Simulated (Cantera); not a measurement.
What does this Cantera script print?

```python
import numpy as np
import cantera as ct

gas_names = """
    O2 ZrO2 VO2 TaO2 PbO
""".split()
cond_names = """
    Ti(a) Ti(b) Ti(L) Ti3O5(a) Ti3O5(b) Ti3O5(L) V(cr) V(L) V2O5(s) V2O5(L) Zr(a) Zr(b) Zr(L) Ti4O7(s)
    Ti4O7(L) Ta(cr) Ta(L) Pb(cr) Pb(L)
""".split()


# ... load() reads the species with a 1 bar reference pressure and builds the phases ...
species = {s.name: s for s in load("nasa_gas.yaml", gas_names) + load("nasa_condensed.yaml", cond_names)}
# Each term lists the table entries of one substance; the one whose range holds T is used.
reactions = {
    '1.2 Ti + O2(g) = 0.4 Ti3O5':
        [(-1.2, ['Ti(a)', 'Ti(b)', 'Ti(L)']), (-1, ['O2']), (0.4, ['Ti3O5(a)', 'Ti3O5(b)', 'Ti3O5(L)'])],
    '0.8 V + O2(g) = 0.4 V2O5':
        [(-0.8, ['V(cr)', 'V(L)']), (-1, ['O2']), (0.4, ['V2O5(s)', 'V2O5(L)'])],
    'Zr + O2(g) = ZrO2(g)':
        [(-1, ['Zr(a)', 'Zr(b)', 'Zr(L)']), (-1, ['O2']), (1, ['ZrO2'])],
    '1.143 Ti + O2(g) = 0.2857 Ti4O7':
        [(-1.1428571428571428, ['Ti(a)', 'Ti(b)', 'Ti(L)']), (-1, ['O2']), (0.2857142857142857, ['Ti4O7(s)', 'Ti4O7(L)'])],
    'V + O2(g) = VO2(g)':
        [(-1, ['V(cr)', 'V(L)']), (-1, ['O2']), (1, ['VO2'])],
    'Ta + O2(g) = TaO2(g)':
        [(-1, ['Ta(cr)', 'Ta(L)']), (-1, ['O2']), (1, ['TaO2'])],
    '2 Pb + O2(g) = 2 PbO(g)':
        [(-2, ['Pb(cr)', 'Pb(L)']), (-1, ['O2']), (2, ['PbO'])],
}


def pick(names, T):
    return next(species[n] for n in names if species[n].thermo.min_temp <= T <= species[n].thermo.max_temp)


results = []
for label, terms in reactions.items():
    print(label)
    print("     T/K   dH/kJ  dS/(J/K)   dG/kJ   log10 K")
    for T in [700, 750, 800, 850, 900, 950, 1000]:
        used = [(nu, pick(names, T)) for nu, names in terms]
        dH = sum(nu * s.thermo.h(T) for nu, s in used) / 1e6
        dS = sum(nu * s.thermo.s(T) for nu, s in used) / 1e3
        dG = dH - T * dS / 1e3
        logK = -dG * 1e6 / (ct.gas_constant * T * np.log(10))
        results.append((label, T, dH, dS, dG, logK, [s.name for _, s in used]))
        print(f"{T:8g} {dH:8.1f} {dS:8.1f} {dG:8.1f} {logK:8.2f}")
```

It prints:

```
1.2 Ti + O2(g) = 0.4 Ti3O5
     T/K   dH/kJ  dS/(J/K)   dG/kJ   log10 K
     700   -974.6   -170.7   -855.1    63.81
     750   -974.1   -170.1   -846.6    58.96
     800   -973.7   -169.4   -838.1    54.72
     850   -973.2   -168.9   -829.7    50.98
     900   -972.7   -168.3   -821.2    47.66
     950   -972.2   -167.8   -812.8    44.69
    1000   -971.7   -167.3   -804.4    42.02
0.8 V + O2(g) = 0.4 V2O5
     T/K   dH/kJ  dS/(J/K)   dG/kJ   log10 K
     700   -615.9   -167.4   -498.7    37.21
     750   -615.2   -166.4   -490.3    34.15
     800   -614.5   -165.5   -482.0    31.47
     850   -613.7   -164.7   -473.8    29.11
     900   -613.0   -163.9   -465.6    27.02
     950   -586.5   -135.7   -457.6    25.16
    1000   -585.6   -134.8   -450.8    23.55
Zr + O2(g) = ZrO2(g)
     T/K   dH/kJ  dS/(J/K)   dG/kJ   log10 K
     700   -288.8     24.1   -305.6    22.81
     750   -289.1     23.6   -306.8    21.37
     800   -289.5     23.2   -308.0    20.11
     850   -289.9     22.7   -309.2    19.00
     900   -290.3     22.2   -310.3    18.01
     950   -290.7     21.8   -311.4    17.12
    1000   -291.2     21.3   -312.5    16.32
1.143 Ti + O2(g) = 0.2857 Ti4O7
     T/K   dH/kJ  dS/(J/K)   dG/kJ   log10 K
     700   -968.7   -175.5   -845.8    63.11
     750   -968.0   -174.6   -837.0    58.30
     800   -967.3   -173.7   -828.3    54.08
     850   -966.7   -172.9   -819.7    50.37
     900   -966.0   -172.2   -811.0    47.07
     950   -965.4   -171.5   -802.5    44.12
    1000   -964.7   -170.9   -793.9    41.47
V + O2(g) = VO2(g)
     T/K   dH/kJ  dS/(J/K)   dG/kJ   log10 K
     700   -235.9     24.0   -252.7    18.86
     750   -236.3     23.5   -253.9    17.68
     800   -236.7     23.0   -255.1    16.65
     850   -237.1     22.5   -256.2    15.75
     900   -237.5     22.0   -257.3    14.94
     950   -237.9     21.6   -258.4    14.21
    1000   -238.4     21.1   -259.5    13.55
Ta + O2(g) = TaO2(g)
     T/K   dH/kJ  dS/(J/K)   dG/kJ   log10 K
     700   -203.9     26.9   -222.7    16.62
     750   -204.2     26.5   -224.1    15.60
     800   -204.5     26.0   -225.4    14.72
     850   -204.9     25.6   -226.7    13.93
     900   -205.2     25.2   -227.9    13.23
     950   -205.6     24.9   -229.2    12.60
    1000   -205.9     24.5   -230.4    12.04
2 Pb + O2(g) = 2 PbO(g)
     T/K   dH/kJ  dS/(J/K)   dG/kJ   log10 K
     700    123.4    113.4     44.0    -3.28
     750    122.3    112.0     38.3    -2.67
     800    121.3    110.7     32.8    -2.14
     850    120.3    109.4     27.2    -1.67
     900    119.3    108.3     21.8    -1.27
     950    118.3    107.2     16.4    -0.90
    1000    117.3    106.2     11.1    -0.58
```

Source: NASA polynomial tables (part measured, part estimated), evaluated in Cantera. Condensed species are held in their standard states even where they would react or evaporate.
